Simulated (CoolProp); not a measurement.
Vapour-liquid equilibrium of acetone (1) + dimethyl carbonate (2) at 385.4 K; x and y are mole fractions of (1).

Model: multi-fluid Helmholtz-energy mixture model, Lemmon 2006 and Zhou 2011; pair parameters Bell 2016, in CoolProp.

```tsv
x	bubble pressure, mixture model (MPa)	bubble pressure, Raoult's law (MPa)	y, mixture model	y, Raoult's law
0.05	0.2130	0.2111	0.123	0.119
0.2	0.2611	0.2574	0.383	0.392
0.35	0.3057	0.3037	0.560	0.581
0.5	0.3496	0.3500	0.695	0.721
0.65	0.3941	0.3964	0.806	0.827
0.8	0.4402	0.4427	0.899	0.912
0.95	0.4881	0.4890	0.977	0.980
```

The largest gap from Raoult's law is +1.4 % in bubble pressure, at x = 0.2. No azeotrope shows between x = 0.05 and 0.95.

The pair parameters rest on a limited set of measurements; away from them the model extrapolates. The gap from Raoult's law changes sign with composition, which may be real or a fault of the pair parameters; it wasn't checked against measurements.
